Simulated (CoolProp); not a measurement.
Vapour-liquid equilibrium of ethane (1) + n-perfluorobutane (2) at -76.25 °C; x and y are mole fractions of (1).

The numbers come from the multi-fluid Helmholtz-energy mixture model, Bücker 2006 and Gao 2022; pair parameters Bell 2016 in CoolProp.

```tsv
x	bubble pressure (bar)	y at the bubble point	dew pressure at overall composition x (bar)	liquid density (mol/L)
0.05	[?]	0.967	0.01229	8.016
0.15	0.9229	0.988	0.01373	8.525
0.25	1.307	0.992	0.01556	9.092
0.35	1.498	0.993	0.01795	9.730
0.45	1.562	0.994	0.02121	10.46
0.55	1.571	0.994	0.02592	11.29
0.65	[?]	0.994	0.03331	12.27
0.75	1.601	0.994	0.04658	13.43
0.85	1.671	0.995	0.07746	14.82
0.95	1.797	0.998	[?]	16.54
```

**Question.** Complete the blanks.

**Answer.** 
- 0.05, bubble pressure (bar): 0.3420
- 0.65, bubble pressure (bar): 1.573
- 0.95, dew pressure at overall composition x (bar): 0.2297

No azeotrope shows between x = 0.05 and 0.95.

The pair parameters rest on a limited set of measurements; away from them the model extrapolates. With so large a gap from Raoult's law the liquid may split in two, which this calculation doesn't test in full.
